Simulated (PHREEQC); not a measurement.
Solution (25 °C): 0.00015 mol CaSO4 and 0.0025 mol Na2HPO4 per kg of water. Closed to the air; pH follows from the charge balance.

The numbers come from PHREEQC with the ion-association model, phreeqc.dat.

```json
{
 "pH": "8.71",
 "ionic_strength": "0.00765 mol/kgw",
 "specific_conductance": "477 µS/cm",
 "total_alkalinity": "2.50 meq/kg"
}
```

| species | molality | activity | log γ |
|---|---|---|---|
| Na+ | 0.00498 | 0.00455 | -0.039 |
| HPO4-2 | 0.00234 | 0.00163 | -0.156 |
| SO4-2 | 0.000147 | 0.000102 | -0.156 |
| Ca+2 | 6.09e-5 | 4.26e-5 | -0.155 |
| H2PO4- | 5.66e-5 | 5.18e-5 | -0.039 |
| CaPO4- | 5.01e-5 | 4.59e-5 | -0.039 |
| CaHPO4 | 3.81e-5 | 3.82e-5 | 0.001 |
| NaHPO4- | 1.58e-5 | 1.45e-5 | -0.039 |
| OH- | 5.64e-6 | 5.14e-6 | -0.041 |
| NaSO4- | 2.55e-6 | 2.33e-6 | -0.039 |
| PO4-3 | 8.57e-7 | 3.74e-7 | -0.360 |
| CaSO4 | 7.75e-7 | 7.76e-7 | 0.001 |
| CaH2PO4+ | 6.17e-8 | 5.65e-8 | -0.039 |
| CaOH+ | 3.94e-9 | 3.60e-9 | -0.040 |

No solid was allowed to form. Saturation is exceeded, for instance for Hydroxyapatite; the values hold only as long as no solid forms.
